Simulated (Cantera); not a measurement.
# Equilibrium for carbothermic reduction: Fe2O3 + CH4 + H2 + H2O

Input: 1 mol Fe2O3, 0.7 mol CH4, 1.9 mol H2, 1.8 mol H2O, held at 0.000170 bar.

Equilibrium computed with Cantera from the NASA thermochemical tables; the gas is ideal and each condensed phase is pure. Candidate condensed phases: C, C6H6, C7H8, C8H18, Fe, Fe(CO)5, FeO, Fe(OH)2, Fe(OH)3, Fe2O3, Fe3O4, H2O; 114 gas species. The tables' stoichiometric FeO is somewhat more stable than real wüstite, so its field is too wide. FeO: taken at fixed stoichiometry. Rates play no part.

```json
[
 {"T (K)": "1873", "x H": "0.0269", "x H2O": "0.421", "x H2": "0.295", "x Fe": "0.150", "x O": "0.000206", "x CO": "0.0745", "x OH": "0.00298", "x O2": "0.000129", "x CO2": "0.0259", "x FeO": "0.00308", "n FeO(l)": "0.934"},
 {"T (K)": "1973", "x H": "0.0416", "x H2O": "0.446", "x H2": "0.161", "x Fe": "0.236", "x O": "0.00207", "x CO": "0.0538", "x OH": "0.0109", "x O2": "0.00247", "x CO2": "0.0332", "x FeO": "0.0122", "n FeO(l)": "0"},
 {"T (K)": "2073", "x H": "0.0804", "x H2O": "0.398", "x H2": "0.159", "x Fe": "0.225", "x O": "0.00833", "x CO": "0.0551", "x OH": "0.0229", "x O2": "0.00894", "x CO2": "0.0285", "x FeO": "0.0134", "n FeO(l)": "0"},
 {"T (K)": "2173", "x H": "0.147", "x H2O": "0.312", "x H2": "0.158", "x Fe": "0.209", "x O": "0.0254", "x CO": "0.0559", "x OH": "0.0389", "x O2": "0.0213", "x CO2": "0.0213", "x FeO": "0.0120", "n FeO(l)": "0"},
 {"T (K)": "2273", "x H": "0.247", "x H2O": "0.198", "x H2": "0.148", "x Fe": "0.185", "x O": "0.0594", "x CO": "0.0547", "x OH": "0.0516", "x O2": "0.0334", "x CO2": "0.0133", "x FeO": "0.00882", "n FeO(l)": "0"},
 {"T (K)": "2373", "x H": "0.368", "x H2O": "0.0938", "x H2": "0.118", "x Fe": "0.160", "x O": "0.109", "x CO": "0.0509", "x OH": "0.0520", "x O2": "0.0360", "x CO2": "0.00695", "x FeO": "0.00537", "n FeO(l)": "0"},
 {"T (K)": "2473", "x H": "0.472", "x H2O": "0.0316", "x H2": "0.0763", "x Fe": "0.140", "x O": "0.161", "x CO": "0.0467", "x OH": "0.0393", "x O2": "0.0274", "x CO2": "0.00316", "x FeO": "0.00287", "n FeO(l)": "0"},
 {"T (K)": "2573", "x H": "0.537", "x H2O": "0.00815", "x H2": "0.0416", "x Fe": "0.128", "x O": "0.199", "x CO": "0.0440", "x OH": "0.0237", "x O2": "0.0159", "x CO2": "0.00135", "x FeO": "0.00144", "n FeO(l)": "0"},
 {"T (K)": "2673", "x H": "0.570", "x H2O": "0.00188", "x H2": "0.0210", "x Fe": "0.122", "x O": "0.221", "x CO": "0.0425", "x OH": "0.0127", "x O2": "0.00799", "x CO2": "0.000571", "x FeO": "0.000720", "n FeO(l)": "0"}
]
```
x: gas mole fraction; n: condensed amount in mol.

At 1873 K the condensed part is FeO(l). From 1973 K to 2673 K nothing is condensed. The main Fe-bearing gas is Fe throughout.
